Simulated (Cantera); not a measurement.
Cantera with NASA thermochemical tables; ideal gases at 1 bar, condensed phases pure. Values are per mole of reaction as written; species without (g) are pure solids or liquids, kept so even where they would boil at 1 bar.

Problem. Between 300 and 923 K, where is each reaction favourable under standard conditions?
- CS2(g) → S2(g) + C
- 2 S → S2(g)

Solution. 
- CS2(g) → S2(g) + C: ΔG° is 13 kJ at 300 K and 16 kJ at 923 K; it stays positive (K < 1). ΔH° is 10 kJ and ΔS° -7 J/K at 923 K.
- 2 S → S2(g): ΔG° is 79 kJ at 300 K and -5 kJ at 923 K; it changes sign between 873 and 923 K. ΔH° is 105 kJ and ΔS° 119 J/K at 923 K.
